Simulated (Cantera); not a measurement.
Pyrogenic steam for wet oxidation

An isothermal, constant-pressure homogeneous reactor starts with 8.26 % H₂, 9.13 % O₂, 82.6 % N₂, equivalence ratio 0.45, at 1050 K and 0.987 atm.

Computed with Cantera and GRI-Mech 3.0 (53 species, 325 reactions). The temperature is held fixed by assumption; the heat of reaction is taken as removed at once.

```csv
t (s),x H₂,x O₂,x NO₂,x HO₂,x H₂O
0.000400,0.0115,0.0574,7.42e-10,5.03e-5,0.0732
0.00138,0.00229,0.0532,3.41e-8,2.76e-5,0.0837
0.00476,0.00133,0.0528,1.37e-7,1.86e-5,0.0848
0.0164,0.000607,0.0524,2.27e-7,1.10e-5,0.0855
0.0566,0.000164,0.0522,3.50e-7,4.08e-6,0.0860
0.195,3.15e-5,0.0522,4.39e-7,9.66e-7,0.0861
0.673,4.59e-6,0.0522,4.46e-7,1.62e-7,0.0862
2.32,2.20e-7,0.0522,3.19e-7,1.18e-8,0.0862
8.00,1.10e-9,0.0522,1.13e-7,2.16e-9,0.0862
```
x: mole fraction; the columns are a selection and need not sum to one.

Equilibrium at this temperature and pressure: H₂ 1.37e-10, O₂ 0.0521, NO₂ 5.31e-7, HO₂ 6.51e-10, H₂O 0.0862 (gas phase only).
